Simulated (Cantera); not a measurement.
Feed: 1 mol HBr, 0.24 mol H2, 0.66 mol O2, held at 1400 K and 110 bar.

Cantera equilibrium calculation (NASA polynomials, part measured and part estimated; ideal gas, pure solids and liquids). Candidate condensed phases: Br2, H2O; 12 gas species. The ideal-gas law is rough above about 30 bar. Equilibrium is a limit: real reactors are often held back by kinetics, nucleation or transport.

Base state: H2O 0.465, Br2 0.305, O2 0.194, HBr 0.0272, Br 0.00892, OH 2.01e-5 (mole fractions); condensed: gas only.

Problem. What changes in the equilibrium state with this change: temperature from 1400 K to 2150 K?

Solution. 
| species | before | after |
|---|---|---|
| H2O | 0.465 | 0.363 |
| O2 | 0.194 | 0.205 |
| Br2 | 0.305 | 0.158 |
| Br | 0.00892 | 0.129 |
| HBr | 0.0272 | 0.142 |
| O | 3.98e-8 | 8.44e-5 |
| H2 | 4.54e-8 | 6.32e-5 |
